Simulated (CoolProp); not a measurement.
CH2F2 (R32) along the isobar 5.9 MPa: fugacity coefficient from the reference equation and from simpler models built on Tc = 78.1 °C, pc = 5.783 MPa, ω = 0.277; each cubic takes its own stable root.

Computed with CoolProp (reference Helmholtz-energy equation of state, Tillner-Roth 1997).

```csv
T (°C),phase,reference,van der Waals,Redlich-Kwong,Soave-Redlich-Kwong,Peng-Robinson
-106.55,liquid,0.0004092,…,0.001279,0.0003743,0.0004044
-79.75,liquid,0.003676,0.06288,0.009179,0.003602,0.003689
-52.85,liquid,…,0.1251,0.03608,0.01828,…
-26.05,liquid,0.05662,0.2119,…,0.06017,0.05871
0.75,liquid,0.1358,0.3202,0.1979,0.1470,0.1422
27.65,liquid,0.2658,0.4448,0.3403,0.2894,0.2789
54.45,liquid,0.4435,0.5761,0.5089,0.4791,0.4616
81.35,supercritical,0.6401,…,0.6700,…,0.6488
108.15,supercritical,0.7278,0.7543,0.7406,0.7537,…
135.05,supercritical,0.7872,0.7953,0.7899,0.8103,0.7860
161.85,supercritical,0.8312,0.8271,0.8275,…,0.8292
```

Question: What belongs in the gaps?

Answer: 
- -106.55, van der Waals: 0.02508
- -52.85, reference: 0.01777
- -52.85, Peng-Robinson: 0.01815
- -26.05, Redlich-Kwong: 0.09608
- 81.35, van der Waals: 0.6970
- 81.35, Soave-Redlich-Kwong: 0.6721
- 108.15, Peng-Robinson: 0.7293
- 161.85, Soave-Redlich-Kwong: 0.8530
